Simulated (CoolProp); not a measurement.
Properties of carbon monoxide along the isobar 4.5 MPa.

Values from CoolProp's reference Helmholtz-energy equation of state, Lemmon 2006. It is a short technical equation, of lower accuracy than the large ones.

```csv
T (K),phase,density (kg/m³),cp (kJ/(kg K)),cv (kJ/(kg K))
97.1,liquid,736.3,2.162,1.058
123.6,liquid,580.9,2.809,0.9708
150.1,supercritical,159.3,2.632,0.8928
176.6,supercritical,104.7,1.515,0.7989
203.1,supercritical,83.10,1.302,0.7753
229.6,supercritical,70.18,1.213,0.7646
256.1,supercritical,61.24,1.164,0.7589
282.6,supercritical,54.56,1.135,0.7558
309.2,supercritical,49.30,1.116,0.7543
335.7,supercritical,45.07,1.103,0.7539
362.2,supercritical,41.55,1.095,0.7546
388.7,supercritical,38.57,1.089,0.7561
415.2,supercritical,36.01,1.086,0.7585
441.7,supercritical,33.79,1.085,0.7617
```
